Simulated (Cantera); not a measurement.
**Catalytic stagnation flow on Pt**

A jet of CH₄ : O₂ : N₂ = 0.049 : 0.1 : 0.79 (molar parts) at 300 K and 158 Torr hits a platinum plate 3 cm away at a mass flux of 0.035 kg/m²/s; the plate temperature is set and raised in steps from an oxygen-covered start.

Model: Deutschmann's 1995 Pt surface mechanism with GRI-Mech 3.0 gas chemistry, integrated in Cantera. Catalytic surfaces can have several steady states; this one follows from the mechanism file's or the stated starting coverage.

| plate T (K) | wall x CH₄ | wall x O₂ | wall x H₂O | wall x OH | wall x CO | wall x CO₂ | θ free Pt | θ O* | θ OH* | θ CO* |
|---|---|---|---|---|---|---|---|---|---|---|
| 900 | 0.0226 | 0.0434 | 0.0554 | 3.12e-8 | 8.93e-6 | 0.0365 | 0.212 | 0.785 | 0.00292 | 2.84e-5 |
| 950 | 0.0119 | 0.0208 | 0.0750 | 8.71e-8 | 7.22e-6 | 0.0497 | 0.325 | 0.672 | 0.00318 | 2.18e-5 |
| 1000 | 0.00629 | 0.00912 | 0.0851 | 2.05e-7 | 6.05e-6 | 0.0565 | 0.459 | 0.538 | 0.00300 | 1.61e-5 |
| 1050 | 0.00128 | 0.000827 | 0.0938 | <1e-8 | 0.00419 | 0.0577 | 0.975 | 0.000205 | 7.62e-5 | 0.0238 |
| 1100 | 0.00128 | 0.000850 | 0.0934 | 2.02e-8 | 0.00395 | 0.0579 | 0.987 | 0.000244 | 7.16e-5 | 0.0117 |
x: mole fraction at the wall; θ: surface coverage.
